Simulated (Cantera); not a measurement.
Mixture: CH₄ : O₂ : N₂ : CO₂ = 1 : 1.05 : 3.96 : 0.23 (molar parts), equivalence ratio 1.9, at 900 Torr, adiabatic and at constant pressure. Ignition delay is the time to a rise of 400 K.

Cantera simulation using GRI-Mech 3.0 (53 species, 325 reactions); the numbers are that mechanism's predictions, not measurements.

Q: What does this change do: N2 3.96 to 3.1 parts?

A: 
```tsv
quantity	before	after
delay at 1000 K	1.39 s	1.15 s
delay at 1075 K	0.395 s	0.327 s
delay at 1150 K	0.124 s	0.102 s
delay at 1225 K	42.3 ms	34.7 ms
delay at 1300 K	15.6 ms	12.8 ms
delay at 1375 K	6.09 ms	5.01 ms
delay at 1450 K	2.53 ms	2.09 ms
apparent activation energy between 1300 and 1450 K	190 kJ/mol	190 kJ/mol
```

Q: What does this change do: pressure from 900 Torr to 12000 Torr?

A: 
| quantity | before | after |
|---|---|---|
| delay at 1000 K | 1.39 s | 66.5 ms |
| delay at 1075 K | 0.395 s | 20.7 ms |
| delay at 1150 K | 0.124 s | 7.55 ms |
| delay at 1225 K | 42.3 ms | 3.05 ms |
| delay at 1300 K | 15.6 ms | 1.32 ms |
| delay at 1375 K | 6.09 ms | 0.602 ms |
| delay at 1450 K | 2.53 ms | 0.286 ms |
| apparent activation energy between 1300 and 1450 K | 190 kJ/mol | 160 kJ/mol |
The pressure lies above the range GRI-Mech 3.0 was tuned for (to about 10 atm).
